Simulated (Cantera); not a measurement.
Input (Python, Cantera) and output of one run.

```python
import numpy as np
import cantera as ct

gas_names = """
    H HO2 H2 H2O H2O2 Mg MgH MgO MgOH MgO2H2 Mg2 O OH O2 O3
""".split()
cond_names = """
    H2O(s) H2O(L) Mg(cr) Mg(L) MgO(s) MgO(L) MgO2H2(s)
""".split()


# ... load() reads the species with a 1 bar reference pressure and builds the phases ...
atoms = {
    'Mg(OH)2': {'Mg': 1, 'O': 2, 'H': 2},
    'H2': {'H': 2},
    'O2': {'O': 2},
    'H2O': {'H': 2, 'O': 1},
}
top_T = {}  # K; cautious upper limits of use, not melting points


# ... equilibrate(T, P, feed) seeds the gas with the atoms and calls Mixture.equilibrate('TP', solver="vcs", rtol=1e-11, max_steps=5000) ...
results = []
T = 598  # K
P = 101325  # Pa
for m in [0.14, 0.23, 0.36, 0.57, 0.9, 1.4, 2.2, 3.5]:
    feed = {'Mg(OH)2': 1, 'H2': 1.8, 'O2': m, 'H2O': 2.3}  # mol
    mix = equilibrate(T, P, feed)
    results.append((T, P, feed, dict(zip(mix.species_names, mix.species_moles))))
    x = sorted(zip(gas.X, gas.species_names), reverse=True)
    print(f"T = {T:g} K  P = {P:g} Pa  n(O2) = {m:g} mol  gas = {mix.phase_moles(0):.4g} mol")
    print("   x: " + "  ".join(f"{s} {v:.3e}" for v, s in x if v > 0.0001))
    print("   condensed (mol): " + ("  ".join(f"{mix.phase(i).name} {mix.phase_moles(i):.4g}"
          for i in range(1, mix.n_phases) if mix.phase_moles(i) > 1e-12) or "none"))
```

Result:

```
T = 598 K  P = 101325 Pa  n(O2) = 0.14 mol  gas = 5.1 mol
   x: H2O 7.020e-01  H2 2.980e-01
   condensed (mol): MgO(s) 1
T = 598 K  P = 101325 Pa  n(O2) = 0.23 mol  gas = 5.1 mol
   x: H2O 7.373e-01  H2 2.627e-01
   condensed (mol): MgO(s) 1
T = 598 K  P = 101325 Pa  n(O2) = 0.36 mol  gas = 5.1 mol
   x: H2O 7.882e-01  H2 2.118e-01
   condensed (mol): MgO(s) 1
T = 598 K  P = 101325 Pa  n(O2) = 0.57 mol  gas = 5.1 mol
   x: H2O 8.706e-01  H2 1.294e-01
   condensed (mol): MgO(s) 1
T = 598 K  P = 101325 Pa  n(O2) = 0.9 mol  gas = 5.1 mol
   x: H2O 1.000e+00
   condensed (mol): MgO(s) 1
T = 598 K  P = 101325 Pa  n(O2) = 1.4 mol  gas = 5.6 mol
   x: H2O 9.107e-01  O2 8.929e-02
   condensed (mol): MgO(s) 1
T = 598 K  P = 101325 Pa  n(O2) = 2.2 mol  gas = 6.4 mol
   x: H2O 7.969e-01  O2 2.031e-01
   condensed (mol): MgO(s) 1
T = 598 K  P = 101325 Pa  n(O2) = 3.5 mol  gas = 7.7 mol
   x: H2O 6.623e-01  O2 3.377e-01
   condensed (mol): MgO(s) 1
```

Cantera equilibrium calculation (NASA polynomials, part measured and part estimated; ideal gas, pure solids and liquids).
